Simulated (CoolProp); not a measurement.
Saturation properties of chlorine (Tc = 416.9 K, pc = 7.642 MPa, ω = 0.070).

The numbers come from the reference Helmholtz-energy equation of state, Thol 2021 in CoolProp.

```tsv
T (K)	p (MPa)	liquid density (kg/m³)	enthalpy of vaporisation (kJ/kg)	liquid cp (kJ/(kg K))	vapour Z
310.9	1.080	1352	237.5	1.016	0.8664
314.3	1.174	1341	234.5	___	0.8588
317.6	1.270	1330	231.6	1.030	0.8512
321	1.376	1319	228.5	1.039	0.8430
324.3	1.484	___	225.4	1.047	0.8349
327.7	1.602	1295	222.1	1.056	0.8262
331.1	1.726	1283	218.7	1.067	0.8173
334.4	1.853	1272	215.4	1.077	0.8083
337.8	1.991	1259	___	1.089	0.7988
341.1	___	1247	208.3	1.101	0.7893
344.5	2.283	1234	204.5	1.115	0.7792
347.8	2.437	1221	200.7	1.129	0.7691
351.2	2.604	1207	196.7	1.146	0.7583
```

**Question.** What belongs in the gaps?

**Answer.** 
- 314.3, liquid cp (kJ/(kg K)): 1.023
- 324.3, liquid density (kg/m³): 1307
- 337.8, enthalpy of vaporisation (kJ/kg): 211.8
- 341.1, p (MPa): 2.131

It boils at 239.2 K under 1 atm.
